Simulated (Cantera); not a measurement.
Premixed flame

A freely propagating, adiabatic, planar premixed flame of CH4 : H2 : O2 : N2 = 1 : 0.08 : 2.29 : 7.79 (molar parts), unburnt at 675 K and 15000 Pa; mixture-averaged transport, grid criteria slope 0.08 and curve 0.16, no radiation.

Detailed kinetics in Cantera: GRI-Mech 3.0 (53 species, 325 reactions). Burning velocities carry a grid error of a few per cent, more on coarse grids.

```json
[
 {"z (mm)": "-4.71", "T (K)": "675", "u (m/s)": "2.56", "x CH4": "0.0896", "x H2": "0.00760", "x O2": "0.205", "x NO": "<1e-8", "x CH2": "<1e-8", "x H2O": "6.01e-6"},
 {"z (mm)": "-3.14", "T (K)": "676", "u (m/s)": "2.57", "x CH4": "0.0894", "x H2": "0.00875", "x O2": "0.205", "x NO": "<1e-8", "x CH2": "<1e-8", "x H2O": "9.99e-5"},
 {"z (mm)": "-2.36", "T (K)": "679", "u (m/s)": "2.59", "x CH4": "0.0890", "x H2": "0.0105", "x O2": "0.204", "x NO": "<1e-8", "x CH2": "<1e-8", "x H2O": "0.000565"},
 {"z (mm)": "-1.57", "T (K)": "711", "u (m/s)": "2.72", "x CH4": "0.0866", "x H2": "0.0147", "x O2": "0.202", "x NO": "2.78e-8", "x CH2": "2.45e-8", "x H2O": "0.00447"},
 {"z (mm)": "-0.785", "T (K)": "975", "u (m/s)": "3.78", "x CH4": "0.0677", "x H2": "0.0234", "x O2": "0.180", "x NO": "4.11e-7", "x CH2": "1.41e-6", "x H2O": "0.0340"},
 {"z (mm)": "-0.393", "T (K)": "1337", "u (m/s)": "5.26", "x CH4": "0.0396", "x H2": "0.0281", "x O2": "0.144", "x NO": "1.33e-6", "x CH2": "2.27e-5", "x H2O": "0.0743"},
 {"z (mm)": "0", "T (K)": "1710", "u (m/s)": "6.81", "x CH4": "0.0116", "x H2": "0.0279", "x O2": "0.0964", "x NO": "3.44e-6", "x CH2": "6.97e-5", "x H2O": "0.118"},
 {"z (mm)": "0.393", "T (K)": "1879", "u (m/s)": "7.52", "x CH4": "0.00142", "x H2": "0.0218", "x O2": "0.0648", "x NO": "6.34e-6", "x CH2": "2.47e-5", "x H2O": "0.142"},
 {"z (mm)": "0.785", "T (K)": "1915", "u (m/s)": "7.66", "x CH4": "9.63e-5", "x H2": "0.0174", "x O2": "0.0515", "x NO": "8.42e-6", "x CH2": "2.06e-6", "x H2O": "0.149"},
 {"z (mm)": "1.57", "T (K)": "1937", "u (m/s)": "7.72", "x CH4": "4.24e-7", "x H2": "0.0161", "x O2": "0.0441", "x NO": "1.04e-5", "x CH2": "<1e-8", "x H2O": "0.149"},
 {"z (mm)": "3.14", "T (K)": "1962", "u (m/s)": "7.78", "x CH4": "<1e-8", "x H2": "0.0166", "x O2": "0.0410", "x NO": "1.29e-5", "x CH2": "<1e-8", "x H2O": "0.147"},
 {"z (mm)": "6.28", "T (K)": "1995", "u (m/s)": "7.89", "x CH4": "<1e-8", "x H2": "0.0162", "x O2": "0.0397", "x NO": "1.79e-5", "x CH2": "<1e-8", "x H2O": "0.148"},
 {"z (mm)": "12.6", "T (K)": "2046", "u (m/s)": "8.06", "x CH4": "<1e-8", "x H2": "0.0151", "x O2": "0.0384", "x NO": "2.87e-5", "x CH2": "<1e-8", "x H2O": "0.152"}
]
```
x: mole fraction of selected species; z is measured from the peak of heat release.

* **laminar burning velocity**: 256 cm/s
* **thermal thickness**: 1.57 mm
* **peak x(CH2)**: 6.97e-5
* **grid points**: 160
